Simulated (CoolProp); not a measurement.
Vapour-liquid equilibrium of propylene (1) + isobutane (2) at 1.42 MPa; x and y are mole fractions of (1).

The numbers come from the multi-fluid Helmholtz-energy mixture model, Lemmon 2013 and Bücker 2006; pair parameters Bell 2016 in CoolProp.

**Question.** Give the bubble temperature and the first vapour's composition at x = 0.35, 0.575, 0.725. Is there an azeotrope?

**Answer.** x = 0.35: 62.7 °C, y = 0.501; x = 0.575: 53.3 °C, y = 0.723; x = 0.725: 46.5 °C, y = 0.852. No azeotrope shows between x = 0.05 and 0.95.

The pair parameters rest on a limited set of measurements; away from them the model extrapolates.
